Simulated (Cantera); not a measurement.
An isothermal, constant-pressure homogeneous reactor starts with H2 : O2 : N2 = 0.0063 : 1 : 0.89 (molar parts), equivalence ratio 0.0032, at 1025 K and 2670 Pa.

Model: the H2/O2 subset of GRI-Mech 3.0, which has no nitrogen chemistry, integrated in Cantera. Radical loss at walls, strong at low pressure, is not modelled.

x: mole fraction; the columns are a selection and need not sum to one.

```csv
t (s),x H2,x O2,x H2O2,x O,x OH
3.00e-5,0.00332,0.527,<1e-12,<1e-12,<1e-12
0.000102,0.00332,0.527,<1e-12,2.45e-12,2.37e-12
0.000345,0.00332,0.527,<1e-12,1.74e-11,1.54e-11
0.00117,0.00332,0.527,<1e-12,1.13e-10,8.05e-11
0.00396,0.00332,0.527,<1e-12,[?],9.53e-10
0.0134,0.00332,0.527,8.43e-12,[?],9.50e-7
0.0455,3.21e-5,0.525,2.26e-8,[?],0.000137
0.154,2.50e-6,0.526,1.15e-8,[?],5.36e-5
0.522,3.45e-7,0.527,8.03e-9,[?],2.07e-5
1.77,3.55e-8,0.527,3.12e-9,[?],7.14e-6
6.00,3.96e-9,0.527,6.78e-10,[?],2.58e-6
```

### Question
What belongs in the gaps?

### Answer

- 0.00396, x O: 1.65e-9
- 0.0134, x O: 1.70e-6
- 0.0455, x O: 0.00142
- 0.154, x O: 0.000395
- 0.522, x O: 5.91e-5
- 1.77, x O: 6.86e-6
- 6.00, x O: 8.80e-7
